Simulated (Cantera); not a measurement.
A freely propagating, adiabatic, planar premixed flame of H₂ : O₂ : N₂ : H₂O = 1 : 0.333 : 1.25 : 0.082 (molar parts), equivalence ratio 1.5, unburnt at 500 K and 3750 Torr; mixture-averaged transport, grid criteria slope 0.08 and curve 0.16, no radiation.

Model: the H2/O2 subset of GRI-Mech 3.0, which has no nitrogen chemistry, integrated in Cantera. The hydrogen kinetics of GRI-Mech 3.0 are dated; newer H2 mechanisms differ, most at raised pressure. Burning velocities carry a grid error of a few per cent, more on coarse grids.

Task: How do the results move with these cheaper or finer settings: unity-Lewis-number transport; multicomponent transport; multicomponent+Soret transport; grid criteria slope 0.5, curve 1; grid criteria slope 0.25, curve 0.5; grid criteria slope 0.03, curve 0.06?

Result: 
| setting | laminar burning velocity | thermal thickness | peak x(O) | peak x(H₂O₂) | grid points |
|---|---|---|---|---|---|
| as above | 613 cm/s | 0.0500 mm | 0.00365 | 9.49e-5 | 110 |
| unity-Lewis-number transport | 397 cm/s | 0.0484 mm | 0.00309 | 4.52e-5 | 111 |
| multicomponent transport | 604 cm/s | 0.0501 mm | 0.00359 | 9.43e-5 | 110 |
| multicomponent+Soret transport | 573 cm/s | 0.0489 mm | 0.00364 | 0.000101 | 110 |
| grid criteria slope 0.5, curve 1 | 636 cm/s | 0.0644 mm | 0.00369 | 7.25e-5 | 37 |
| grid criteria slope 0.25, curve 0.5 | 615 cm/s | 0.0546 mm | 0.00362 | 9.32e-5 | 49 |
| grid criteria slope 0.03, curve 0.06 | 608 cm/s | 0.0487 mm | 0.00365 | 9.74e-5 | 251 |
Unity Lewis numbers drop preferential diffusion, which matters most where H2 and H carry the flame; Soret adds thermal diffusion.
